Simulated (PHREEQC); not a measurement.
Consider water at 25 °C with 0.0056 mol HF, 0.0018 mol NaF and 0.019 mol H2SO4 per kg of water. Closed to the air; pH follows from the charge balance.

All values are PHREEQC results (ion-association model, phreeqc.dat), not measurements.

This is a speciation only: nothing precipitates in the calculation.

Predict the pH.

pH 1.65.

In which forms is F present?

HF 96 %, F- 3.5 % of the F.
